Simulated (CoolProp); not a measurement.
Vapour-liquid equilibrium of R143a (1) + R1234yf (2) at 53.9 kPa; x and y are mole fractions of (1).

Computed with CoolProp (multi-fluid Helmholtz-energy mixture model, Lemmon and Jacobsen 2000 and Lemmon 2022; pair parameters Bell 2016).

```
x     bubble temperature (K)  y at the bubble point  dew temperature at overall composition x (K)  liquid density (mol/L)
----  ----------------------  ---------------------  --------------------------------------------  ----------------------
0.05                   228.8                  0.117                                         229.6                   11.53
0.2                    225.0                  0.381                                         227.6                   11.93
0.35                   222.0                  0.565                                         225.5                   12.33
0.5                    219.6                  0.702                                         223.1                   12.75
0.65                   217.5                  0.810                                         220.5                   13.18
0.8                    215.6                  0.899                                         217.7                   13.63
0.95                   214.0                  0.976                                         214.5                   14.11
```

No azeotrope shows between x = 0.05 and 0.95.

The pair parameters rest on a limited set of measurements; away from them the model extrapolates.
